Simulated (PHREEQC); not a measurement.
A column of 0.2 m (40 cells, dispersivity 0.016 m, 300 s a shift, diffusion coefficient 3e-10 m²/s) holds 0.23 eq of the database's cation exchanger X per kg of pore water, first in equilibrium with 0.00056 mol/kgw Na2SO4 and 1e-05 mol/kgw HCl. It is flushed with 0.00032 mol/kgw NH4Cl, 0.07 mol/kgw Na2SO4 and 1e-05 mol/kgw HCl, at 40 °C. Values are for the last cell. No CO2 enters from the air. Precipitation was switched off in this run.

All values are PHREEQC results (ion-association model, phreeqc.dat), not measurements.

```
pore volumes  NH4 in solution (mol/kgw)  Na in solution (mol/kgw)  S in solution (mol/kgw)
------------  -------------------------  ------------------------  -----------------------
0                                     0                   0.00112                 0.000560
0.6125                                0                    0.0201                   0.0100
1.212                          2.52e-11                     0.106                   0.0530
1.812                           1.03e-7                     0.135                   0.0673
2.413                           2.20e-6                     0.140                   0.0696
3.013                           1.09e-5                     0.140                   0.0700
3.612                           2.89e-5                     0.140                   0.0700
4.213                           5.55e-5                     0.140                   0.0700
4.812                           8.74e-5                     0.140                   0.0700
5.412                          0.000121                     0.140                   0.0700
6.013                          0.000154                     0.140                   0.0700
```

At this temperature some constants are extrapolated from 25 °C, and those without enthalpy data are left unchanged.
